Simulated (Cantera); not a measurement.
A closed system holds: 1 mol CO2, 0.028 mol SO2, 0.12 mol H2, held at 675 °C and 2330 Torr.

Cantera equilibrium calculation (NASA polynomials, part measured and part estimated; ideal gas, pure solids and liquids). Candidate condensed phases: C, C6H6, C7H8, C8H18, H2O, H2SO4, S; 123 gas species. Gases not in the tables: S3 to S7. Kinetics and transport are ignored.

Base state: CO2 0.861, H2O 0.0815, CO 0.0276, H2S 0.0209, H2 0.00473, COS 0.00387, S2 0.000104 (mole fractions); condensed: gas only.

What changes in the equilibrium state with this change: CO2 replaced by CS2?


```csv
species,before,after
CS2,4.16e-6,0.751
H2S,0.0209,0.107
S2,0.000104,0.0907
CO2,0.861,0.000506
H2O,0.0815,2.39e-5
COS,0.00387,0.0399
CO,0.0276,0.00965
S8,<1e-9,4.06e-5
H2,0.00473,0.000825
"C(graphite), mol",0,0.113
```
